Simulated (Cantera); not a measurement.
# Equilibrium for carbon deposition, reforming and gasification: C2H6 + H2O + N2

Input: 1 mol C2H6, a varied amount of H2O, 8.4 mol N2, held at 677 °C and 0.133 bar.

Method: chemical equilibrium by Gibbs-energy minimisation in Cantera with the NASA 1993 tables (ideal gas, pure condensed phases). Candidate condensed phases: C, C6H6, C7H8, C8H18, H2O; 136 gas species. Kinetics and transport are ignored.

```tsv
n(H2O) (mol)	x N2	x H2	x CO	x H2O	x CO2	x CH4	n C(graphite)
0.37	0.694	0.274	0.0292	0.000996	0.000190	0.00168	1.62
0.85	0.644	0.289	0.0613	0.00221	0.000839	0.00187	1.17
1.3	0.604	0.302	0.0869	0.00327	0.00168	0.00204	0.740
1.8	0.565	0.314	0.111	0.00435	0.00276	0.00221	0.273
2.3	0.536	0.324	0.119	0.0121	0.00795	0.000929	0
2.7	0.522	0.326	0.108	0.0276	0.0163	0.000376	0
3.2	0.506	0.326	0.0954	0.0476	0.0250	0.000193	0
3.7	0.491	0.324	0.0850	0.0677	0.0318	0.000119	0
```
x: gas mole fraction; n: condensed amount in mol.

From 0.37 mol H2O to 1.8 mol H2O the condensed part is C(graphite). From 2.3 mol H2O to 3.7 mol H2O nothing is condensed. The main C-bearing gas is CO throughout.
